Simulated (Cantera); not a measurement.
What does this Cantera script print?

```python
import numpy as np
import cantera as ct

gas_names = [...]  # 109 gases of nasa_gas.yaml made of C, Cl, H, Si
cond_names = """
    C(gr) C6H6(L) C7H8(L) C8H18(L),n-octa Si(cr) Si(L) SiC(b)
""".split()


# ... load() reads the species with a 1 bar reference pressure and builds the phases ...
atoms = {
    'SiCl4': {'Si': 1, 'CL': 4},
    'C3H8': {'C': 3, 'H': 8},
    'H2': {'H': 2},
}
top_T = {'C(gr)': 4500, 'SiC(b)': 3050}  # K; cautious upper limits of use, not melting points


# ... equilibrate(T, P, feed) seeds the gas with the atoms and calls Mixture.equilibrate('TP', solver="vcs", rtol=1e-11, max_steps=5000) ...
results = []
feed = {'SiCl4': 1, 'C3H8': 0.0049, 'H2': 390}  # mol
P = 1333.22  # Pa
for T in [1023, 1123, 1223, 1323, 1423, 1523, 1623, 1723, 1823, 1923]:
    mix = equilibrate(T, P, feed)
    results.append((T, P, feed, dict(zip(mix.species_names, mix.species_moles))))

top = {s: max(r[3][s] / sum(r[3][g] for g in gas_names) for r in results) for s in gas_names}
cols = sorted((s for s in top if top[s] > 1e-05), key=lambda s: -top[s])[:5]
seen = [c for c in cond_names if any(r[3].get(c, 0) > 1e-12 for r in results)]
print("log10 of partial pressures in bar; condensed amounts in mol")
print(f"{'T/K':>10s}" + "".join(f"{s[:9]:>10s}" for s in cols + seen))
for T, P, feed, n in results:
    ng = sum(n[g] for g in gas_names)
    print(f"{T:10.4g}" + "".join(f"{np.log10(max(n[s] / ng * P / 1e5, 1e-99)):10.3f}" for s in cols)
          + "".join(f"{n.get(c, 0):10.4g}" for c in seen))
```

Result:

```
log10 of partial pressures in bar; condensed amounts in mol
       T/K        H2       HCL         H        Si     SiCL2    Si(cr)     Si(L)    SiC(b)
      1023    -1.879    -3.938    -9.323   -15.225    -5.746    0.7848         0   0.01452
      1123    -1.879    -3.892    -8.310   -13.191    -5.579    0.8855         0   0.01455
      1223    -1.879    -3.888    -7.462   -11.492    -5.511    0.8898         0   0.01457
      1323    -1.879    -3.889    -6.739   -10.052    -5.463    0.8824         0   0.01458
      1423    -1.879    -3.891    -6.117    -8.816    -5.424    0.8736         0    0.0146
      1523    -1.880    -3.893    -5.576    -7.744    -5.393    0.8641         0    0.0146
      1623    -1.880    -3.895    -5.100    -6.806    -5.367    0.8492         0   0.01459
      1723    -1.880    -3.896    -4.679    -6.007    -5.373         0    0.8151   0.01439
      1823    -1.881    -3.894    -4.304    -5.355    -5.431         0    0.7015   0.01291
      1923    -1.884    -3.896    -3.968    -4.770    -5.488         0    0.2698  0.004156
```

Equilibrium computed with Cantera from the NASA thermochemical tables; the gas is ideal and each condensed phase is pure. Mutual solubility and eutectic melting of coexisting phases are not modelled. The tables' values for SiCl, SiCl3 are old estimates; treat these amounts as uncertain. Gases not in the tables: Si2H6 and higher silanes.
